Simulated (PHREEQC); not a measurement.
## City or well water: an equilibrium model

A made-up water analysis in mmol/kgw, 25 °C, pH 7.42, pe 9.7: Na 6.82; K 0.0188; Ca 1.04; Mg 1.38; Cl 7.69; S(6) 0.279; Alkalinity (meq/kgw) 3.32; Si 0.0168.

Valence states are taken as typed.

Computed with PHREEQC (ion-association model, phreeqc.dat).

```yaml
ionic_strength: 0.0140 mol/kgw
specific_conductance: 1240 µS/cm
charge_balance_error: 0.5 %
```

| species | molality | activity | log γ |
|---|---|---|---|
| Cl- | 0.00769 | 0.00681 | -0.053 |
| Na+ | 0.00681 | 0.00605 | -0.051 |
| HCO3- | 0.00323 | 0.00288 | -0.050 |
| Mg+2 | 0.00132 | 0.000839 | -0.196 |
| Ca+2 | 0.000994 | 0.000628 | -0.200 |
| CO2 | 0.000245 | 0.000246 | 0.001 |

This is a speciation only: nothing precipitates in the calculation.
